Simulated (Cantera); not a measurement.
Input: 1 mol SiF4, 7.1 mol O3, 1.1 mol H2, held at 873 K and 1.00 bar.

Method: chemical equilibrium by Gibbs-energy minimisation in Cantera with the NASA 1993 tables (ideal gas, pure condensed phases). Candidate condensed phases: H2O, Si, SiO2; 38 gas species. Kinetics and transport are ignored.

Base state: O2 0.817, SiF4 0.0673, H2O 0.0619, HF 0.0541 (mole fractions); condensed: SiO2(β-quartz).

**Question.** What changes in the equilibrium state with this change: H2 from 1.1 to 2.8 mol?

**Answer.** 
```
species              before   after
-------------------  ------  ------
O2                    0.817   0.694
H2O                  0.0619   0.168
HF                   0.0541  0.0843
SiF4                 0.0673  0.0539
SiO2(β-quartz), mol   0.167   0.281
```

**Question.** What changes in the equilibrium state with this change: H2 from 1.1 to 0.41 mol?

**Answer.** 
| species | before | after |
|---|---|---|
| O2 | 0.817 | 0.874 |
| SiF4 | 0.0673 | 0.0760 |
| HF | 0.0541 | 0.0308 |
| H2O | 0.0619 | 0.0189 |
| SiO2(β-quartz), mol | 0.167 | 0.0921 |
